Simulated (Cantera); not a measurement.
SiH2Cl2 + N2 (silicon nitride deposition)

Charge: 1 mol SiH2Cl2, 24 mol N2, held at 0.133 bar.

Method: chemical equilibrium by Gibbs-energy minimisation in Cantera with the NASA 1993 tables (ideal gas, pure condensed phases). Candidate condensed phases: NH4Cl, Si, Si3N4; 28 gas species. The tables' values for SiCl3, SiCl, SiN are old estimates; treat these amounts as uncertain. The numbers say what is thermodynamically allowed, not how fast it happens.

| T (K) | x N2 | x HCl | x H2 | x SiCl2 | x SiCl3 | n Si3N4(s) | n Si(l) |
|---|---|---|---|---|---|---|---|
| 1698 | 0.923 | 0.0402 | 0.0189 | 0.0163 | 0.00141 | 0.180 | 0 |
| 1748 | 0.923 | 0.0356 | 0.0211 | 0.0192 | 0.00110 | 0.158 | 0 |
| 1798 | 0.923 | 0.0312 | 0.0232 | 0.0219 | 0.000831 | 0.138 | 0 |
| 1848 | 0.922 | 0.0271 | 0.0252 | 0.0242 | 0.000619 | 0.120 | 0 |
| 1898 | 0.922 | 0.0234 | 0.0269 | 0.0262 | 0.000458 | 0.103 | 0 |
| 1948 | 0.922 | 0.0202 | 0.0283 | 0.0278 | 0.000338 | 0.0871 | 0 |
| 1998 | 0.922 | 0.0185 | 0.0288 | 0.0284 | 0.000261 | 0 | 0.232 |
x: gas mole fraction; n: condensed amount in mol.

From 1698 K to 1948 K the condensed part is Si3N4(s). At 1998 K the condensed part is Si(l). The main Si-bearing gas is SiCl2 throughout. The share of Si in condensed phases is highest at 1698 K (54.0 %) and lowest at 1998 K (23.2 %).
